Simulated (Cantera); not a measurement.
A perfectly stirred reactor is fed with CO : H2 : CH4 : O2 : N2 = 1 : 0.064 : 0.069 : 0.558 : 2.1 (molar parts), at 4.93 atm; it is adiabatic with a 775 K inlet, and is followed from long to short residence time, starting on the burning branch (τ in s: 0.12, 0.055, 0.024, 0.011, 0.0046, 0.002, 0.00089, 0.00039, 0.00017, 7.5e-05, 3.3e-05, 1.5e-05).

Model: GRI-Mech 3.0 (53 species, 325 reactions), integrated in Cantera.

Predict: blow-out, bracketed by the residence times tried; x(CO) at τ = 0.120 s; x(H2) at τ = 0.120 s; x(CH4) at τ = 0.120 s; x(HO2) at τ = 0.120 s; x(H) at τ = 0.120 s; x(CO) at τ = 0.890 ms; x(H2) at τ = 0.890 ms; x(CH4) at τ = 0.890 ms; x(HO2) at τ = 0.890 ms; x(H) at τ = 0.890 ms.


```json
{
 "blow_out_bracketed_by_the_residence_times_tried": "burning at 15.0 µs, the shortest tried",
 "x(CO) at τ = 0.120 s": "0.0862",
 "x(H2) at τ = 0.120 s": "0.00307",
 "x(CH4) at τ = 0.120 s": "5.26e-8",
 "x(HO2) at τ = 0.120 s": "1.90e-6",
 "x(H) at τ = 0.120 s": "0.00114",
 "x(CO) at τ = 0.890 ms": "0.0975",
 "x(H2) at τ = 0.890 ms": "0.00361",
 "x(CH4) at τ = 0.890 ms": "4.70e-6",
 "x(HO2) at τ = 0.890 ms": "3.34e-6",
 "x(H) at τ = 0.890 ms": "0.00209"
}
```
